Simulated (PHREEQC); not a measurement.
**Acid rinse or clean (model solution)**

Make-up at 20 °C: 0.12 mol/kgw H2SO4 and 0.28 mol/kgw KCl. Closed to the air; pH follows from the charge balance.

Computed with PHREEQC (ion-association model, phreeqc.dat).

No solid was allowed to form.

Problem. What pH, ionic strength does the model give?

Solution. pH 0.92; ionic strength 0.454 mol/kgw.

Problem. In which forms is S present?

Solution. HSO4- 70 %, SO4-2 23 %, KSO4- 7.9 % of the S.
